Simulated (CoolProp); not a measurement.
Vapour-liquid equilibrium of propylene (1) + R22 (2) at 0.833 bar; x and y are mole fractions of (1).

Computed with CoolProp (multi-fluid Helmholtz-energy mixture model, Lemmon 2013 and Kamei 1995; pair parameters Bell 2016).

### Question
Give the bubble temperature and the first vapour's composition at x = 0.15, 0.35, 0.55. Is there an azeotrope?

### Answer
x = 0.15: 225.5 K, y = 0.246; x = 0.35: 223.3 K, y = 0.460; x = 0.55: 222.1 K, y = 0.621. y crosses x between x = 0.85 and 0.95: the model has an azeotrope there.

The pair parameters rest on a limited set of measurements; away from them the model extrapolates.
